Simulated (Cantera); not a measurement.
What does this Cantera script print?

```python
import numpy as np
import cantera as ct

gas_names = [...]  # 110 gases of nasa_gas.yaml made of C, H, O
cond_names = """
    C(gr) C6H6(L) C7H8(L) C8H18(L),n-octa H2O(s) H2O(L)
""".split()


# ... load() reads the species with a 1 bar reference pressure and builds the phases ...
atoms = {
    'acetone': {'C': 3, 'H': 6, 'O': 1},
    'CO2': {'C': 1, 'O': 2},
    'H2': {'H': 2},
}
top_T = {'C(gr)': 4500}  # K; cautious upper limits of use, not melting points


# ... equilibrate(T, P, feed) seeds the gas with the atoms and calls Mixture.equilibrate('TP', solver="vcs", rtol=1e-11, max_steps=5000) ...
results = []
feed = {'acetone': 1, 'CO2': 0.11, 'H2': 23}  # mol
T = 2673  # K
P = 59  # Pa
mix = equilibrate(T, P, feed)
results.append((T, P, feed, dict(zip(mix.species_names, mix.species_moles))))
x = sorted(zip(gas.X, gas.species_names), reverse=True)
print(f"T = {T:g} K  P = {P:g} Pa  gas = {mix.phase_moles(0):.4g} mol")
print("   x: " + "  ".join(f"{s} {v:.3e}" for v, s in x if v > 1e-06))
print("   condensed (mol): " + ("  ".join(f"{mix.phase(i).name} {mix.phase_moles(i):.4g}"
      for i in range(1, mix.n_phases) if mix.phase_moles(i) > 1e-12) or "none"))
```

Output:

```
T = 2673 K  P = 59 Pa  gas = 46.78 mol
   x: H 8.098e-01  H2 1.473e-01  CO 2.608e-02  C3 8.952e-03  C2H2,acetylene 2.851e-03  C 2.479e-03  C2H 1.584e-03  C2 8.959e-04  C5 4.883e-05  C4H2 2.291e-05  CH 1.902e-05  C4 1.016e-05  C2H2,vinylidene 3.835e-06  CH2 1.597e-06
   condensed (mol): none
```

Equilibrium computed with Cantera from the NASA thermochemical tables; the gas is ideal and each condensed phase is pure. The feed counts by its element totals alone.
